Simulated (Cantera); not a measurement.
**Low-pressure radical oxidation in H2/O2**

A perfectly stirred reactor is fed with H₂ : O₂ = 0.051 : 1 (molar parts), at 1330 Pa; it is held at 1200 K, and followed from long to short residence time.

Cantera simulation using the H2/O2 subset of GRI-Mech 3.0, which has no nitrogen chemistry; the numbers are that mechanism's predictions, not measurements. Radical loss at walls, strong at low pressure, is not modelled. The temperature is held fixed by assumption; the heat of reaction is taken as removed at once.

```tsv
τ (s)	x H₂	x O₂	x O	x H₂O₂	x H
0.66	0.000219	0.945	0.00410	7.40e-8	0.000354
0.35	0.000317	0.943	0.00599	8.11e-8	0.000630
0.19	0.000450	0.941	0.00843	8.72e-8	0.00107
0.10	0.000646	0.937	0.0117	9.31e-8	0.00179
0.054	0.000909	0.933	0.0154	9.86e-8	0.00276
0.029	0.00129	0.928	0.0191	1.05e-7	0.00400
0.016	0.00182	0.925	0.0221	1.14e-7	0.00531
0.0083	0.00274	0.922	0.0241	1.30e-7	0.00672
0.0044	0.00422	0.921	0.0244	1.52e-7	0.00786
0.0024	0.00656	0.921	0.0232	1.81e-7	0.00858
```
x: mole fraction; the columns are a selection and need not sum to one.
